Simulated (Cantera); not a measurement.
## Thermodynamics of boron, boron nitride and boron oxide, feed borazine + N₂ + H₂

Feed: 1 mol borazine, 6.8 mol N₂, 66 mol H₂, equilibrated at 1573.15 K and 4.35 Torr.

These are equilibrium values from Cantera (NASA tables, ideal gas, pure condensed phases), not measurements of a reactor. Candidate condensed phases: B, BN; 15 gas species. The feed counts by its element totals alone. The numbers say what is thermodynamically allowed, not how fast it happens.

```json
{
 "x(H₂)": "0.910",
 "x(N₂)": "0.0897",
 "x(H)": "0.000510",
 "n(BN(s))": "3.00 mol",
 "gas_amount": "75.82 mol",
 "log10 activity of B(s) (absent)": "-2.09"
}
```
